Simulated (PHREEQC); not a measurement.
Consider water at 45 °C with 0.22 mol/kgw HF, 6.4e-05 mol/kgw KF and 0.0006 mol/kgw H4SiO4. Closed to the air; pH follows from the charge balance.

Model: ion-association model, wateq4f.dat, run in PHREEQC.

No solid was allowed to form.

What pH, ionic strength does the model give?

pH 1.95; ionic strength 0.0130 mol/kgw.

In which forms is F present?

HF 67 %, H2F2 24 %, HF2- 3.9 %, F- 3.1 %, SiF6-2 1.6 % of the F.

Species that the database lacks are ignored. wateq4f.dat counts part of the HF as a dimer, H2F2, which phreeqc.dat doesn't know; its constant is uncertain. Constants without temperature data keep their 25 °C values here. SiF6-2 is the database's only silicon fluoride.
